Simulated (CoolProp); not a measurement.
Saturation properties of cis-2-butene (Tc = 435.8 K, pc = 4.236 MPa, ω = 0.202).

The numbers come from the reference Helmholtz-energy equation of state, Lemmon 2005 in CoolProp. It is a short technical equation, of lower accuracy than the large ones.

```
T (K)   p (MPa)  liquid density (kg/m³)  vapour density (kg/m³)  liquid cp (kJ/(kg K))  surface tension (mN/m)
-----  --------  ----------------------  ----------------------  ---------------------  ----------------------
197.2  0.001084                   724.8                 0.03717                  1.983                    27.9
213    0.003671                   708.5                  0.1168                  1.999                    25.6
228.8   0.01022                   692.1                  0.3041                  2.024                    23.3
244.6   0.02442                   675.4                  0.6842                  2.059                    21.1
260.4   0.05159                   658.3                   1.372                  2.104                    19.0
276.2   0.09875                   640.8                   2.513                  2.156                    16.9
292      0.1744                   622.7                   4.283                  2.219                    14.8
307.7    0.2876                   603.9                   6.872                  2.290                    12.8
323.5    0.4504                   583.9                   10.57                  2.375                    10.9
339.3    0.6741                   562.7                   15.70                  2.474                    9.02
355.1    0.9713                   539.6                   22.72                  2.596                    7.21
```

It boils at 276.9 K under 1 atm.

Surface tension comes from a separate correlation (Mulero 2014).
